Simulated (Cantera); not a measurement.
Input: 1 mol Si, a varied amount of Cl₂, 3.3 mol H₂, held at 998.15 K and 1 atm.

Method: chemical equilibrium by Gibbs-energy minimisation in Cantera with the NASA 1993 tables (ideal gas, pure condensed phases). Candidate condensed phases: Si; 19 gas species. The tables' values for SiCl₃ are old estimates; treat these amounts as uncertain. Equilibrium is a limit: real reactors are often held back by kinetics, nucleation or transport.

Question: At 1.1 mol Cl₂, list the 5 most abundant gas species with their mole fractions, and the condensed phases.

Answer: H₂ 0.832, SiCl₄ 0.0996, SiHCl₃ 0.0532, HCl 0.0108, SiH₂Cl₂ 0.00306. Condensed: Si(s).
